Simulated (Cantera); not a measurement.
A freely propagating, adiabatic, planar premixed flame of 19.8 % H2, 15.7 % O2, 64.4 % N2, equivalence ratio 0.63, unburnt at 700 K and 101000 Pa; multicomponent+Soret transport, grid criteria slope 0.08 and curve 0.16, no radiation.

Detailed kinetics in Cantera: the H2/O2 subset of GRI-Mech 3.0, which has no nitrogen chemistry. Burning velocities carry a grid error of a few per cent, more on coarse grids. Lean hydrogen flames are cellular in practice and burn faster than this planar one.

x: mole fraction of selected species; z is measured from the peak of heat release.

| z (mm) | T (K) | u (m/s) | x H2 | x O2 | x O | x OH | x HO2 | x H2O2 |
|---|---|---|---|---|---|---|---|---|
| -1.40 | 700 | 5.89 | 0.198 | 0.157 | <1e-8 | <1e-8 | <1e-8 | <1e-8 |
| -0.934 | 700 | 5.89 | 0.198 | 0.157 | <1e-8 | <1e-8 | <1e-8 | <1e-8 |
| -0.700 | 700 | 5.89 | 0.198 | 0.157 | <1e-8 | <1e-8 | 4.07e-8 | <1e-8 |
| -0.467 | 700 | 5.89 | 0.198 | 0.158 | 3.33e-8 | <1e-8 | 4.15e-6 | 1.11e-8 |
| -0.233 | 724 | 6.01 | 0.186 | 0.159 | 2.21e-5 | 8.11e-5 | 0.000218 | 5.08e-6 |
| -0.117 | 889 | 7.21 | 0.152 | 0.154 | 0.000508 | 0.000677 | 0.000166 | 9.76e-6 |
| 0 | (withheld) | 9.73 | (withheld) | (withheld) | (withheld) | (withheld) | (withheld) | (withheld) |
| 0.117 | 1490 | 11.7 | 0.0296 | 0.0832 | 0.0117 | 0.00843 | 5.34e-5 | 3.79e-6 |
| 0.233 | 1630 | 12.8 | 0.0175 | 0.0713 | 0.0129 | 0.0110 | 3.82e-5 | 2.11e-6 |
| 0.467 | 1775 | 13.8 | 0.0135 | 0.0670 | 0.0107 | 0.0125 | 2.70e-5 | 1.08e-6 |
| 0.934 | 1905 | 14.7 | 0.00985 | 0.0650 | 0.00743 | 0.0126 | 1.76e-5 | 5.95e-7 |
| 1.87 | 2008 | 15.4 | (withheld) | 0.0640 | (withheld) | (withheld) | (withheld) | (withheld) |
| 3.74 | 2076 | 15.8 | 0.00297 | 0.0639 | 0.00208 | 0.00831 | 5.51e-6 | 2.35e-7 |

Some entries are withheld; supply them.


- 0, T (K): 1226
- 0, x H2: 0.0807
- 0, x O2: 0.122
- 0, x O: 0.00520
- 0, x OH: 0.00349
- 0, x HO2: 9.27e-5
- 0, x H2O2: 6.85e-6
- 1.87, x H2: 0.00600
- 1.87, x O: 0.00431
- 1.87, x OH: 0.0110
- 1.87, x HO2: 1.02e-5
- 1.87, x H2O2: 3.64e-7
